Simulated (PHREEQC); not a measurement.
PHREEQC input (ion-association model, phreeqc.dat):

```
SOLUTION 0
  temp 40
  units mmol/kgw
  pH 7 charge
  Br 35
  K 35
  Cl 0.01
  O(0) 1 O2(g) -0.68
SOLUTION 1-40
  temp 40
  units mmol/kgw
  pH 7 charge
  Cl 30.01
  Mg 15
  O(0) 1 O2(g) -0.68
END
EXCHANGE 1-40
  X 0.045
  -equilibrate 1
END
SELECTED_OUTPUT 1
  -reset false
  -pH true
  -pe true
  -ionic_strength true
  -water true
  -step true
  -totals Br Cl K Mg
  -molalities MgX2 KX
  -saturation_indices Sylvite
PRINT
  -reset false
TRANSPORT
  -cells 40
  -shifts 198
  -lengths 0.0125
  -time_step 3600
  -dispersivities 0.025
  -boundary_conditions flux flux
  -correct_disp true
  -punch_cells 40
  -punch_frequency 6
END
```

Selected output (columns that matter, 16 of 34 rows; pore volumes added in front):

```
pore volumes	pH	mu	Br	Cl	K	Mg	m_MgX2	m_KX	si_Sylvite
0	5.0674	0.04501	0	0.03001	0	0.015	0.0225	0	-1000
0.3125	5.0674	0.04501	2.045e-06	0.030008	5.9112e-11	0.015	0.0225	4.6742e-11	-12.899
0.6125	5.0676	0.045564	0.0026258	0.027759	1.7622e-05	0.015179	0.022493	1.385e-05	-7.4592
1.0625	5.069	0.048618	0.022286	0.010907	0.0023353	0.015424	0.021608	0.0017846	-5.7471
1.3625	5.0687	0.047883	0.030637	0.0037501	0.0073841	0.013496	0.019626	0.005749	-5.7098
1.6625	5.0678	0.045593	0.033751	0.0010804	0.013299	0.010761	0.01709	0.01082	-5.9913
1.9625	5.0668	0.043231	0.034678	0.00028616	0.01842	0.0082668	0.014598	0.015804	-6.4231
2.2625	5.0659	0.041318	0.034922	7.6953e-05	0.022351	0.0063189	0.012395	0.020211	-6.9063
2.7125	5.065	0.039307	0.034991	1.7464e-05	0.026402	0.0042986	0.0096982	0.025604	-7.4747
3.0125	5.0645	0.038388	0.034998	1.1682e-05	0.028243	0.0033786	0.0082516	0.028497	-7.6185
3.3125	5.0642	0.037697	0.035	1.0374e-05	0.029626	0.002687	0.0070302	0.03094	-7.6481
3.6125	5.0639	0.037168	0.035	1.0082e-05	0.030684	0.002158	0.005993	0.033014	-7.6443
3.9125	5.0637	0.036756	0.035	1.0018e-05	0.031507	0.0017465	0.0051072	0.034786	-7.6349
4.3625	5.0635	0.036295	0.035	1.0002e-05	0.032431	0.0012847	0.0040081	0.036984	-7.6222
4.6625	5.0633	0.036062	0.035	1e-05	0.032897	0.0010515	0.0034009	0.038198	-7.6156
4.9625	5.0633	0.035872	0.035	1e-05	0.033275	0.00086225	0.0028773	0.039245	-7.6103
```

Complexes and solids missing from the database can't appear. Away from 25 °C the constants follow the database's enthalpies or fits; those with neither stay at their 25 °C values.
